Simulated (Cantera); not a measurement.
Cantera with NASA thermochemical tables; ideal gases at 1 bar, condensed phases pure. Values are per mole of reaction as written; species without (g) are pure solids or liquids, kept so even where they would boil at 1 bar.

C + 4 Cl(g) ⇌ CCl4(g)

```
T (K)  ΔH° (kJ)  ΔS° (J/K)  ΔG° (kJ)  log10 K
-----  --------  ---------  --------  -------
300      -581.0     -356.5    -474.1    82.54
1100     -587.3     -367.5    -183.0     8.69
1300        [?]        [?]       [?]      [?]
1500     -589.2     -369.0     -35.7     1.24
1700        [?]        [?]       [?]      [?]
1900     -590.6     -369.9     112.1    -3.08
2100     -591.3     -370.2     186.1    -4.63
2300     -591.9     -370.5     260.2    -5.91
2500     -592.5     -370.7     334.3    -6.98
2700     -593.0     -370.9     408.4    -7.90
2900     -593.6     -371.1     482.6    -8.69
```

Question: Fill in the missing entries.

Answer: 
- 1300, ΔH° (kJ): -588.3
- 1300, ΔS° (J/K): -368.4
- 1300, ΔG° (kJ): -109.4
- 1300, log10 K: 4.40
- 1700, ΔH° (kJ): -589.9
- 1700, ΔS° (J/K): -369.5
- 1700, ΔG° (kJ): 38.2
- 1700, log10 K: -1.17
